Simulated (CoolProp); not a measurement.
Saturated liquid density (kg/m³) of isobutene: the reference equation beside estimates from Tc = 418.1 K, pc = 4016 kPa, ω = 0.193. Rackett uses Z = 0.29056 − 0.08775 ω.

Computed with CoolProp (reference Helmholtz-energy equation of state, Lemmon 2005). It is a short technical equation, of lower accuracy than the large ones.

| T (K) | reference | Rackett | van der Waals | Redlich-Kwong | Soave-Redlich-Kwong | Peng-Robinson |
|---|---|---|---|---|---|---|
| 209.3 | … | 685.4 | 424.8 | … | 638.6 | 718.7 |
| 224.4 | 672.0 | 670.2 | 416.0 | … | 625.6 | 704.8 |
| 239.5 | 655.9 | 654.4 | 406.8 | 600.5 | 611.5 | 689.7 |
| 254.6 | 639.4 | 638.0 | 397.1 | 583.9 | 596.2 | 673.3 |
| 269.8 | 622.3 | 620.9 | 386.7 | 565.9 | 579.6 | 655.3 |
| 284.9 | 604.6 | 603.0 | 375.8 | 546.8 | 561.6 | 635.7 |
| 300 | … | 584.3 | 364.2 | … | 541.9 | … |
| 315.1 | 566.4 | 564.4 | 351.7 | 503.7 | 520.3 | 590.0 |

**Question.** What belongs in the gaps?

**Answer.** 
- 209.3, reference: 687.8
- 209.3, Redlich-Kwong: 630.7
- 224.4, Redlich-Kwong: 616.1
- 300, reference: 586.1
- 300, Redlich-Kwong: 526.1
- 300, Peng-Robinson: 614.0

Absolute difference from the reference over all 8 rows, mean and median: Rackett 0.3 and 0.3 %, van der Waals 38.0 and 37.9 %, Redlich-Kwong 9.2 and 8.9 %, Soave-Redlich-Kwong 7.2 and 7.0 %, Peng-Robinson 4.9 and 5.0 %.
